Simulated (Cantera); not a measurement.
Feed: 1 mol Zr, 0.055 mol H2O, 4.6 mol N2, held at 0.300 Pa.

Cantera equilibrium calculation (NASA polynomials, part measured and part estimated; ideal gas, pure solids and liquids). Candidate condensed phases: H2O, Zr, ZrN, ZrO2; 28 gas species. Mutual solubility and eutectic melting of coexisting phases are not modelled. ZrN: taken at fixed stoichiometry. Condensed phases not in the tables: solid solutions among these carbides, nitrides and lower oxides. Kinetics and transport are ignored. All values below are at 1550 K.

Base state: N2 0.986, H2 0.0122, H 0.00201 (mole fractions); condensed: ZrN(s) + ZrO2(tetragonal).

Problem. What changes in the equilibrium state with this change: H2O from 0.055 to 0.19 mol?

Solution. 
```csv
species,before,after
N2,0.986,0.954
H2,0.0122,0.0419
H,0.00201,0.00372
"ZrN(s), mol",0.973,0.905
"ZrO2(tetragonal), mol",0.0275,0.0950
```
